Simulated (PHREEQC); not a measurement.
A column of 1 m (40 cells, dispersivity 0.05 m, 60 s a shift, diffusion coefficient 3e-10 m²/s) holds 0.0074 eq of the database's cation exchanger X per kg of pore water, first in equilibrium with 0.029 mol/kgw CdCl2, 0.00027 mol/kgw PbCl2, 0.0045 mol/kgw NaCl and 1e-05 mol/kgw HCl. It is flushed with 0.0025 mol/kgw ZnCl2, 0.00044 mol/kgw BaCl2 and 1e-05 mol/kgw HCl, at 25 °C. Values are for the last cell. The system is closed to CO2. No solid was allowed to form.

Base run: PHREEQC, ion-association model, phreeqc.dat. Each further column changes one thing. The table gives Ba in solution (mol/kgw).

```json
[
 {"pore volumes": "0", "base": "0", "exchange capacity from 0.0074 to 0.0037 eq/kgw": "0", "dispersivity from 0.05 to 0.1 m": "0"},
 {"pore volumes": "0.4625", "base": "4.02e-8", "exchange capacity from 0.0074 to 0.0037 eq/kgw": "3.78e-7", "dispersivity from 0.05 to 0.1 m": "1.50e-6"},
 {"pore volumes": "0.9125", "base": "1.35e-5", "exchange capacity from 0.0074 to 0.0037 eq/kgw": "5.38e-5", "dispersivity from 0.05 to 0.1 m": "4.08e-5"},
 {"pore volumes": "1.212", "base": "3.07e-5", "exchange capacity from 0.0074 to 0.0037 eq/kgw": "0.000111", "dispersivity from 0.05 to 0.1 m": "7.39e-5"},
 {"pore volumes": "1.663", "base": "5.52e-5", "exchange capacity from 0.0074 to 0.0037 eq/kgw": "0.000188", "dispersivity from 0.05 to 0.1 m": "0.000111"},
 {"pore volumes": "2.112", "base": "0.000120", "exchange capacity from 0.0074 to 0.0037 eq/kgw": "0.000300", "dispersivity from 0.05 to 0.1 m": "0.000159"},
 {"pore volumes": "2.413", "base": "0.000191", "exchange capacity from 0.0074 to 0.0037 eq/kgw": "0.000362", "dispersivity from 0.05 to 0.1 m": "0.000202"},
 {"pore volumes": "2.862", "base": "0.000296", "exchange capacity from 0.0074 to 0.0037 eq/kgw": "0.000413", "dispersivity from 0.05 to 0.1 m": "0.000272"},
 {"pore volumes": "3.312", "base": "0.000367", "exchange capacity from 0.0074 to 0.0037 eq/kgw": "0.000431", "dispersivity from 0.05 to 0.1 m": "0.000331"},
 {"pore volumes": "3.763", "base": "0.000405", "exchange capacity from 0.0074 to 0.0037 eq/kgw": "0.000437", "dispersivity from 0.05 to 0.1 m": "0.000373"},
 {"pore volumes": "4.213", "base": "0.000423", "exchange capacity from 0.0074 to 0.0037 eq/kgw": "0.000439", "dispersivity from 0.05 to 0.1 m": "0.000400"},
 {"pore volumes": "4.513", "base": "0.000430", "exchange capacity from 0.0074 to 0.0037 eq/kgw": "0.000440", "dispersivity from 0.05 to 0.1 m": "0.000412"},
 {"pore volumes": "4.963", "base": "0.000435", "exchange capacity from 0.0074 to 0.0037 eq/kgw": "0.000440", "dispersivity from 0.05 to 0.1 m": "0.000423"}
]
```
